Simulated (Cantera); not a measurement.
A closed system holds: 1 mol SiH2Cl2, 0.068 mol O2, 170 mol N2, equilibrated at 748.15 K and 6.20 mbar.

Equilibrium computed with Cantera from the NASA thermochemical tables; the gas is ideal and each condensed phase is pure. Candidate condensed phases: H2O, NH4Cl, Si, SiO2, Si2N2O, Si3N4; 47 gas species. N2 is the only nitrogen source here; it is nearly inert below about 1500 K, so the nitride shown seldom forms there in practice. Kinetics and transport are ignored.

Base state: N2 0.989, HCl 0.00885, H2 0.00141, SiCl4 0.000705 (mole fractions); condensed: Si2N2O(s) + Si3N4(s).

**Question.** What changes in the equilibrium state with this change: N2 from 170 to 1 mol?

**Answer.** 
```json
[
 {"species": "HCl", "before": "0.00885", "after": "0.355"},
 {"species": "H2", "before": "0.00141", "after": "0.261"},
 {"species": "N2", "before": "0.989", "after": "0.253"},
 {"species": "SiCl4", "before": "0.000705", "after": "0.131"},
 {"species": "SiHCl3", "before": "4.94e-8", "after": "4.24e-5"},
 {"species": "Si2N2O(s), mol", "before": "0.136", "after": "0.136"},
 {"species": "Si3N4(s), mol", "before": "0.202", "after": "0.143"}
]
```
